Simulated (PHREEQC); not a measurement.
A made-up water analysis in mg/L, 55 °C, pH 6.26, pe 1.8:

```json
[
 {"constituent": "Na", "mg/L": "5710"},
 {"constituent": "K", "mg/L": "387"},
 {"constituent": "Ca", "mg/L": "354"},
 {"constituent": "Mg", "mg/L": "90"},
 {"constituent": "Cl", "mg/L": "9290"},
 {"constituent": "S(6) as SO4", "mg/L": "1290"},
 {"constituent": "Alkalinity as HCO3", "mg/L": "0.0227"},
 {"constituent": "Li", "mg/L": "1.63"}
]
```

Cl is adjusted to close the charge balance.
Valence states are taken as typed.

Model: ion-association model, phreeqc.dat, run in PHREEQC.

### Question
The ionic strength comes out as 0.302 mol/kgw. What activity coefficients do KSO4-, Mg+2, Ca+2, NaSO4-, HCO3- get?

### Answer
KSO4- 0.71, Mg+2 0.29, Ca+2 0.27, NaSO4- 0.71, HCO3- 0.71.

This is a speciation only: nothing precipitates in the calculation. Complexes and solids missing from the database can't appear. Constants without temperature data keep their 25 °C values here.
